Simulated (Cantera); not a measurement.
Cantera run, input and output.

```python
import numpy as np
import cantera as ct

gas = ct.Solution("gri30.yaml")
gas.TPX = 700, 110000, {'CH4': 1, 'C2H6': 0.036, 'C3H8': 0.039, 'O2': 2.58, 'N2': 9.7}
inlet = ct.Reservoir(gas, clone=True)
gas.equilibrate("HP")  # start burning
reactor = ct.IdealGasConstPressureReactor(gas, energy="on", clone=False)
exhaust = ct.Reservoir(gas, clone=True)
tau = [0.15, 0.063, 0.027, 0.012, 0.0051, 0.0022, 0.00094, 0.0004, 0.00017, 7.5e-05, 3.2e-05][0]
for a, b in ((inlet, reactor), (reactor, exhaust)):
    ct.MassFlowController(a, b, mdot=lambda t: reactor.mass / tau)
net = ct.ReactorNet([reactor])
show = ['CH4', 'C2H6', 'C3H8', 'H2O', 'HO2', 'CH2O']

rows = []
print(f"{'tau/s':>10s}{'T/K':>9s}" + "".join(f"{s:>11s}" for s in show))
for tau in [0.15, 0.063, 0.027, 0.012, 0.0051, 0.0022, 0.00094, 0.0004, 0.00017, 7.5e-05, 3.2e-05]:
    net.initial_time = 0.0
    net.advance(30 * tau)
    before = gas.X
    net.advance(40 * tau)
    drift = np.max(np.abs(gas.X - before) / (gas.X + 1e-9))
    rows.append([gas.T, *gas[show].X, drift])
    print(f"{tau:10.3e}{gas.T:9.1f}" + "".join(f"{x:11.3e}" for x in gas[show].X))
```

It prints:

```
     tau/s      T/K        CH4       C2H6       C3H8        H2O        HO2       CH2O
 1.500e-01   2358.3  8.529e-07  3.743e-09  5.071e-09  1.605e-01  2.279e-06  1.770e-07
 6.300e-02   2355.8  1.949e-06  8.814e-09  1.182e-08  1.602e-01  2.343e-06  4.065e-07
 2.700e-02   2348.8  4.237e-06  2.029e-08  2.661e-08  1.596e-01  2.436e-06  8.867e-07
 1.200e-02   2333.1  8.534e-06  4.492e-08  5.652e-08  1.585e-01  2.581e-06  1.779e-06
 5.100e-03   2301.8  1.691e-05  1.029e-07  1.204e-07  1.565e-01  2.896e-06  3.461e-06
 2.200e-03   2253.7  3.196e-05  2.272e-07  2.433e-07  1.534e-01  3.580e-06  6.303e-06
 9.400e-04   2190.5  6.132e-05  4.956e-07  4.867e-07  1.494e-01  4.909e-06  1.143e-05
 4.000e-04   2117.4  1.237e-04  1.083e-06  9.947e-07  1.450e-01  7.148e-06  2.143e-05
 1.700e-04   2039.2  2.706e-04  2.468e-06  2.166e-06  1.407e-01  1.080e-05  4.306e-05
 7.500e-05   1959.7  6.533e-04  6.052e-06  5.177e-06  1.371e-01  1.771e-05  9.417e-05
 3.200e-05   1815.1  3.187e-03  3.129e-05  2.499e-05  1.301e-01  6.057e-05  3.525e-04
```

Detailed kinetics in Cantera: GRI-Mech 3.0 (53 species, 325 reactions).
